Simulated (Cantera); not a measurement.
An isothermal, constant-pressure homogeneous reactor starts with 99.2 % N2O, 0.794 % H2O, at 1575 K and 0.310 bar.

Model: GRI-Mech 3.0 (53 species, 325 reactions), integrated in Cantera. GRI-Mech 3.0 was tuned for natural gas; its chemistry of N2O as a main component is partial and can be far from experiment. The temperature is held fixed by assumption; the heat of reaction is taken as removed at once.

Predict: x(N2O) at 100 s; x(H2O) at 100 s; x(H) at 100 s; x(O2) at 100 s; x(OH) at 100 s; x(H2) at 100 s.


| Item | Result |
|---|---|
| x(N2O) at 100 s | 4.81e-6 (gas-phase equilibrium 6.15e-8) |
| x(H2O) at 100 s | 0.00528 (gas-phase equilibrium 0.00528) |
| x(H) at 100 s | 2.27e-8 (gas-phase equilibrium 2.15e-8) |
| x(O2) at 100 s | 0.270 (gas-phase equilibrium 0.331) |
| x(OH) at 100 s | 4.80e-5 (gas-phase equilibrium 5.04e-5) |
| x(H2) at 100 s | 9.08e-8 (gas-phase equilibrium 8.17e-8) |
